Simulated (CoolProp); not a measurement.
Saturated liquid density (kg/m³) of oxygen: the reference equation beside estimates from Tc = 154.6 K, pc = 5.046 MPa, ω = 0.022. Rackett uses Z = 0.29056 − 0.08775 ω.

The numbers come from the reference Helmholtz-energy equation of state, Schmidt 1985 in CoolProp.

| T (K) | reference | Rackett | van der Waals | Redlich-Kwong | Soave-Redlich-Kwong | Peng-Robinson |
|---|---|---|---|---|---|---|
| 97.9 | (withheld) | 1107 | 756.4 | 1109 | 1097 | (withheld) |
| 101.6 | 1082 | (withheld) | 742.8 | 1085 | 1074 | 1215 |
| 105.3 | 1062 | 1067 | 728.6 | 1060 | 1050 | (withheld) |
| 109 | 1041 | 1046 | 713.9 | 1034 | 1025 | 1161 |
| 112.7 | 1020 | 1024 | 698.4 | 1006 | 998.9 | 1131 |
| 116.4 | 996.9 | 1002 | 682.2 | 977.3 | 970.9 | 1100 |
| 120.2 | 972.5 | 977.4 | 664.5 | 945.7 | 940.4 | 1066 |
| 123.9 | 947.5 | 952.4 | 646.3 | 912.9 | 908.6 | 1030 |
| 127.6 | 920.8 | (withheld) | 626.9 | 877.9 | 874.6 | 990.9 |
| 131.3 | 892.2 | 897.5 | 606.0 | 840.2 | (withheld) | 948.8 |
| 135 | 861.0 | 866.7 | 583.3 | 799.4 | 798.0 | 902.6 |

**Question.** What belongs in the gaps?

**Answer.** 
- 97.9, reference: 1102
- 97.9, Peng-Robinson: 1240
- 101.6, Rackett: 1087
- 105.3, Peng-Robinson: 1189
- 127.6, Rackett: 925.9
- 131.3, Soave-Redlich-Kwong: 837.9

Absolute difference from the reference over all 11 rows, mean and median: Rackett 0.5 and 0.5 %, van der Waals 31.7 and 31.6 %, Redlich-Kwong 2.7 and 2.0 %, Soave-Redlich-Kwong 3.1 and 2.6 %, Peng-Robinson 9.7 and 10.3 %.
